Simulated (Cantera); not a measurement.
Input: 1 mol Pb, 1.6 mol O2, 2.5 mol N2, at 0.0510 bar.

These are equilibrium values from Cantera (NASA tables, ideal gas, pure condensed phases), not measurements of a reactor. Candidate condensed phases: Pb, PbO, PbO2, Pb3O4; 12 gas species. Rates play no part. All values below are at 727 °C.

Base state: N2 0.694, O2 0.306, NO 3.54e-5 (mole fractions); condensed: PbO(yellow).

Q: What changes in the equilibrium state with this change: Pb replaced by Hg?

A: 
```json
[
 {"species": "N2", "before": "0.694", "after": "0.490"},
 {"species": "O2", "before": "0.306", "after": "0.314"},
 {"species": "Hg", "before": "0", "after": "0.196"},
 {"species": "NO", "before": "3.54e-5", "after": "3.02e-5"},
 {"species": "PbO(yellow), mol", "before": "1.000", "after": "0"}
]
```
Further candidate phases: Hg, HgO.
